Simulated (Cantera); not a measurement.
Feed: 1 mol C6H6, 0.92 mol NH3, 0.2 mol N2, 0.34 mol CO2, at 2750 °C and 75.0 Torr.

These are equilibrium values from Cantera (NASA tables, ideal gas, pure condensed phases), not measurements of a reactor. Candidate condensed phases: C, C6H6, C7H8, C8H18, H2O; 136 gas species. Equilibrium is a limit: real reactors are often held back by kinetics, nucleation or transport.

Base state: H2 0.406, H 0.342, CO 0.0975, N2 0.0718, HCN 0.0355, C2H2 (acetylene) 0.0270, HNC 0.00683, C2H 0.00403 (mole fractions); condensed: C(graphite).

Q: What changes in the equilibrium state with this change: temperature from 2750 °C to 2352 °C?

A: 
```tsv
species	before	after
H2	0.406	0.645
CO	0.0975	0.112
H	0.342	0.108
N2	0.0718	0.0956
C2H2 (acetylene)	0.0270	0.0115
HCN	0.0355	0.0237
C5	7.82e-5	1.58e-7
C4	1.44e-5	3.17e-8
C2	0.000407	2.98e-6
C(graphite), mol	4.79	5.35
```
